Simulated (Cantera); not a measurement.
Input (Python, Cantera) and output of one run.

```python
import numpy as np
import cantera as ct

gas_names = [...]  # 136 gases of nasa_gas.yaml made of C, H, N, O
cond_names = """
    C(gr) C6H6(L) C7H8(L) C8H18(L),n-octa H2O(s) H2O(L)
""".split()


# ... load() reads the species with a 1 bar reference pressure and builds the phases ...
atoms = {
    'acetone': {'C': 3, 'H': 6, 'O': 1},
    'NH3': {'N': 1, 'H': 3},
    'H2': {'H': 2},
}
top_T = {'C(gr)': 4500}  # K; cautious upper limits of use, not melting points


# ... equilibrate(T, P, feed) seeds the gas with the atoms and calls Mixture.equilibrate('TP', solver="vcs", rtol=1e-11, max_steps=5000) ...
results = []
feed = {'acetone': 1, 'NH3': 0.033, 'H2': 46}  # mol
P = 230  # Pa
for T in [1923, 1973, 2023, 2073, 2123, 2173, 2223, 2273, 2323, 2373, 2423, 2473, 2523, 2573]:
    mix = equilibrate(T, P, feed)
    results.append((T, P, feed, dict(zip(mix.species_names, mix.species_moles))))

top = {s: max(r[3][s] / sum(r[3][g] for g in gas_names) for r in results) for s in gas_names}
cols = sorted((s for s in top if top[s] > 0.0001), key=lambda s: -top[s])[:6]
seen = [c for c in cond_names if any(r[3].get(c, 0) > 1e-12 for r in results)]
print("log10 of partial pressures in bar; condensed amounts in mol")
print(f"{'T/K':>10s}" + "".join(f"{s[:9]:>10s}" for s in cols + seen))
for T, P, feed, n in results:
    ng = sum(n[g] for g in gas_names)
    print(f"{T:10.4g}" + "".join(f"{np.log10(max(n[s] / ng * P / 1e5, 1e-99)):10.3f}" for s in cols)
          + "".join(f"{n.get(c, 0):10.4g}" for c in seen))
```

Result:

```
log10 of partial pressures in bar; condensed amounts in mol
       T/K        H2         H        CO C2H2,acet        C3       C2H     C(gr)
      1923    -2.656    -4.354    -4.342    -6.001   -11.415    -9.545     1.947
      1973    -2.660    -4.200    -4.344    -5.853   -10.850    -9.161     1.928
      2023    -2.665    -4.054    -4.346    -5.714   -10.314    -8.797     1.902
      2073    -2.672    -3.916    -4.349    -5.583    -9.804    -8.451     1.869
      2123    -2.680    -3.785    -4.354    -5.461    -9.320    -8.123     1.827
      2173    -2.692    -3.662    -4.359    -5.348    -8.857    -7.812     1.776
      2223    -2.706    -3.547    -4.365    -5.244    -8.417    -7.517     1.713
      2273    -2.725    -3.438    -4.374    -5.148    -7.996    -7.237     1.638
      2323    -2.748    -3.337    -4.384    -5.063    -7.594    -6.972     1.549
      2373    -2.776    -3.243    -4.396    -4.987    -7.209    -6.721     1.445
      2423    -2.810    -3.156    -4.409    -4.921    -6.841    -6.485     1.324
      2473    -2.851    -3.077    -4.425    -4.867    -6.488    -6.262     1.183
      2523    -2.900    -3.006    -4.443    -4.824    -6.150    -6.053     1.013
      2573    -2.957    -2.943    -4.462    -4.793    -5.825    -5.857    0.7927
```

Equilibrium computed with Cantera from the NASA thermochemical tables; the gas is ideal and each condensed phase is pure. The feed counts by its element totals alone.
